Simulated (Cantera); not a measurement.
An isothermal, constant-pressure homogeneous reactor starts with H₂ : O₂ : N₂ = 4.2 : 1 : 0.71 (molar parts), at 800 K and 0.400 bar.

Detailed kinetics in Cantera: the H2/O2 subset of GRI-Mech 3.0, which has no nitrogen chemistry. Below about 950 K walls govern HO2 and H2O2 in real vessels. The temperature is held fixed by assumption; the heat of reaction is taken as removed at once.

Predict: x(H₂) at 40.0 s; x(O₂) at 40.0 s; x(H₂O) at 40.0 s; x(HO₂) at 40.0 s.


* **x(H₂) at 40.0 s**: 0.685 (gas-phase equilibrium 0.448)
* **x(O₂) at 40.0 s**: 0.152 (gas-phase equilibrium <1e-12)
* **x(H₂O) at 40.0 s**: 0.0399 (gas-phase equilibrium 0.407)
* **x(HO₂) at 40.0 s**: 1.13e-5 (gas-phase equilibrium <1e-12)
